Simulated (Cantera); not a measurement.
Charge: 1 mol B, 4.9 mol H₂O, 2.3 mol N₂, held at 1050 K and 0.990 bar.

Method: chemical equilibrium by Gibbs-energy minimisation in Cantera with the NASA 1993 tables (ideal gas, pure condensed phases). Candidate condensed phases: B, BN, B₂O₃, B₃O₃H₃, H₂O; 39 gas species. Gases not in the tables: H₃BO₃. Kinetics and transport are ignored.

Base state: H₂O 0.464, N₂ 0.321, H₂ 0.209, (HBO₂)₃ 0.00686, HBO₂ 4.85e-5, NH₃ 2.27e-5 (mole fractions); condensed: B₂O₃(l).

### Question
What changes in the equilibrium state with this change: pressure from 0.990 bar to 10.0 mbar?

### Answer
| species | before | after |
|---|---|---|
| H₂O | 0.464 | 0.471 |
| N₂ | 0.321 | 0.319 |
| H₂ | 0.209 | 0.208 |
| (HBO₂)₃ | 0.00686 | 0.000707 |
| NH₃ | 2.27e-5 | 2.28e-7 |
| HBO₂ | 4.85e-5 | 0.000487 |
| B₂O₃(l), mol | 0.426 | 0.491 |
